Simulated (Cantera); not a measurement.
Charge: 1 mol CaCl2, 0.23 mol H2, held at 7.50 Pa.

Cantera equilibrium calculation (NASA polynomials, part measured and part estimated; ideal gas, pure solids and liquids). Candidate condensed phases: Ca, CaCl2; 9 gas species. Rates play no part.

Problem. Which condensed phases are stable at each of these points (T (K)): 925, 1025, 1125, 1225, 1325, 1425, 1525, 1625, 1725, 1825, 1925, 2025, 2125?

Solution. 
```
T (K)  condensed phases  Ca condensed (%)
-----  ----------------  ----------------
925            CaCl2(s)             100.0
1025           CaCl2(s)             100.0
1125           CaCl2(l)              99.7
1225           CaCl2(l)              95.5
1325           gas only               0.0
1425           gas only               0.0
1525           gas only               0.0
1625           gas only               0.0
1725           gas only               0.0
1825           gas only               0.0
1925           gas only               0.0
2025           gas only               0.0
2125           gas only               0.0
```

From 925 K to 1025 K the condensed part is CaCl2(s). From 1125 K to 1225 K the condensed part is CaCl2(l). From 1325 K to 2125 K nothing is condensed.
